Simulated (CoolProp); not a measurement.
A single-stage vapour-compression cycle with R22: evaporating at 201.15 K (dew point), condensing at 243.15 K (bubble point), superheat 0 K, subcooling 2 K, compressor efficiency 0.7, no pressure losses. Each further row changes one setting.

The numbers come from the reference Helmholtz-energy equation of state, Kamei 1995 in CoolProp.

```
case                              cooling COP  pressure ratio  discharge temperature (K)  refrigerating effect (kJ/kg)  volumetric capacity (kJ/m³)
--------------------------------  -----------  --------------  -------------------------  ----------------------------  ---------------------------
as stated                                2.86            9.11                      323.6                           209                          196
evaporating temperature 206.15 K         3.41            6.63                      311.2                           211                          267
condensing temperature 238.15 K             ?            7.34                          ?                           215                          202
subcooling 7 K                           2.94            9.11                      323.6                           215                          202
superheat 10 K                           2.81            9.11                          ?                           215                          192
compressor efficiency 0.6                   ?            9.11                      340.9                           209                          196
```

**Question.** Complete the blanks.

**Answer.** 
- condensing temperature 238.15 K, cooling COP: 3.31
- condensing temperature 238.15 K, discharge temperature (K): 310.9
- superheat 10 K, discharge temperature (K): 336.3
- compressor efficiency 0.6, cooling COP: 2.45
